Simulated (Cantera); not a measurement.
Transport properties of process gases

Gas mixture: 100 % N2, at 0.133 bar, frozen composition.

Cantera's kinetic-theory transport with the Lennard-Jones parameters of GRI-Mech 3.0, ideal gas; thermal conductivity in the mixture-averaged form.

| T (K) | ρ (kg/m³) | cp (J/kg/K) | μ (µPa s) | λ (mW/m/K) | Pr | D (cm²/s) O | D (cm²/s) C2H2 | D (cm²/s) CH4 |
|---|---|---|---|---|---|---|---|---|
| 400 | 0.112 | 1047 | 22.3 | 32.8 | 0.713 | 4.06 | 2.13 | 2.84 |
| 550 | 0.0817 | 1065 | 27.9 | 42.1 | 0.706 | 6.97 | 3.73 | 4.92 |
| 700 | 0.0642 | 1095 | 32.8 | 51.2 | 0.702 | 10.5 | 5.65 | 7.42 |
| 850 | 0.0528 | 1134 | 37.3 | 60.0 | 0.705 | 14.5 | 7.85 | 10.3 |
| 1000 | 0.0449 | 1169 | 41.5 | 68.6 | 0.708 | 19.0 | 10.3 | 13.5 |
| 1150 | 0.0391 | 1195 | 45.5 | 76.9 | 0.707 | 23.9 | 13.1 | 17.1 |
D: mixture-averaged diffusion coefficient of that species in the mixture.
